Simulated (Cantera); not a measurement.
A diamond (100) surface in a fixed gas of H2 with x(CH4) = 0.0052, x(H) = 0.013, x(CH3) = 0.00062, 37.5 Torr; coverages are run to steady state.

Model: the Harris–Goodwin 1993 mechanism for the reconstructed diamond (100) surface, integrated in Cantera.

One state of this run: growth (µm/h) = 8.55; θ c6HH = 0.341; θ c6H* = 0.0572; θ c6*H = 0.541; θ c6** = 0.0584; θ c6HM = 0.000365. θ: site fractions in the mechanism's names (c6HH fully hydrogenated, c6H* and c6*H radical sites, c6** diradical, c6HM methylated).

Task: Which value of T (K) does it belong to?
A. 1375
B. 1150
C. 925
D. 1300

Result: A, 1375
